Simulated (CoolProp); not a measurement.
Vapour-liquid equilibrium of toluene (1) + n-nonane (2) at 9.16 bar; x and y are mole fractions of (1).

The numbers come from the multi-fluid Helmholtz-energy mixture model, Lemmon 2006 and Lemmon 2006; pair parameters Bell 2016 in CoolProp.

```json
[
 {"x": "0.05", "bubble temperature, mixture model (K)": "528.4", "bubble temperature, Raoult's law (K)": "528.7", "y, mixture model": "0.086", "y, Raoult's law": "0.099"},
 {"x": "0.125", "bubble temperature, mixture model (K)": "523.3", "bubble temperature, Raoult's law (K)": "524.0", "y, mixture model": "___", "y, Raoult's law": "0.231"},
 {"x": "0.2", "bubble temperature, mixture model (K)": "518.4", "bubble temperature, Raoult's law (K)": "519.6", "y, mixture model": "___", "y, Raoult's law": "0.346"},
 {"x": "0.275", "bubble temperature, mixture model (K)": "513.9", "bubble temperature, Raoult's law (K)": "515.4", "y, mixture model": "___", "y, Raoult's law": "0.448"},
 {"x": "0.35", "bubble temperature, mixture model (K)": "509.7", "bubble temperature, Raoult's law (K)": "511.5", "y, mixture model": "0.499", "y, Raoult's law": "0.537"},
 {"x": "0.425", "bubble temperature, mixture model (K)": "___", "bubble temperature, Raoult's law (K)": "507.7", "y, mixture model": "0.576", "y, Raoult's law": "0.616"},
 {"x": "0.5", "bubble temperature, mixture model (K)": "502.3", "bubble temperature, Raoult's law (K)": "504.2", "y, mixture model": "0.646", "y, Raoult's law": "0.686"},
 {"x": "0.575", "bubble temperature, mixture model (K)": "___", "bubble temperature, Raoult's law (K)": "500.9", "y, mixture model": "___", "y, Raoult's law": "0.749"},
 {"x": "0.65", "bubble temperature, mixture model (K)": "496.0", "bubble temperature, Raoult's law (K)": "497.7", "y, mixture model": "0.767", "y, Raoult's law": "0.805"},
 {"x": "0.725", "bubble temperature, mixture model (K)": "___", "bubble temperature, Raoult's law (K)": "494.7", "y, mixture model": "0.821", "y, Raoult's law": "0.855"},
 {"x": "0.8", "bubble temperature, mixture model (K)": "490.7", "bubble temperature, Raoult's law (K)": "491.8", "y, mixture model": "0.872", "y, Raoult's law": "0.900"},
 {"x": "0.875", "bubble temperature, mixture model (K)": "488.3", "bubble temperature, Raoult's law (K)": "489.0", "y, mixture model": "0.921", "y, Raoult's law": "0.941"},
 {"x": "0.95", "bubble temperature, mixture model (K)": "486.1", "bubble temperature, Raoult's law (K)": "486.4", "y, mixture model": "0.968", "y, Raoult's law": "0.977"}
]
```

### Question
What belongs in the gaps?

### Answer

- 0.125, y, mixture model: 0.206
- 0.2, y, mixture model: 0.314
- 0.275, y, mixture model: 0.412
- 0.425, bubble temperature, mixture model (K): 505.8
- 0.575, bubble temperature, mixture model (K): 499.0
- 0.575, y, mixture model: 0.709
- 0.725, bubble temperature, mixture model (K): 493.3

The largest gap from Raoult's law is -1.9 K in bubble temperature, at x = 0.5. No azeotrope shows between x = 0.05 and 0.95.

The pair parameters rest on a limited set of measurements; away from them the model extrapolates.
